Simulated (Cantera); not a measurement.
A closed system holds: 1 mol Fe(CO)5, 4.8 mol N2, at 1425 K and 1.00 Torr.

These are equilibrium values from Cantera (NASA tables, ideal gas, pure condensed phases), not measurements of a reactor. Candidate condensed phases: C, Fe, Fe(CO)5, FeO, Fe2O3, Fe3O4; 27 gas species. Equilibrium is a limit: real reactors are often held back by kinetics, nucleation or transport.

Base state: CO 0.510, N2 0.490, Fe 2.10e-5 (mole fractions); condensed: Fe(γ).

Question: What changes in the equilibrium state with this change: Fe(CO)5 replaced by HgO?

Answer: 
```csv
species,before,after
N2,0.490,0.762
Hg,0,0.159
O2,<1e-9,0.0791
CO,0.510,0
Fe,2.10e-5,0
NO,<1e-9,0.000502
O,<1e-9,1.07e-5
"Fe(γ), mol",1.000,0
```
Further candidate phases: Hg, HgO.
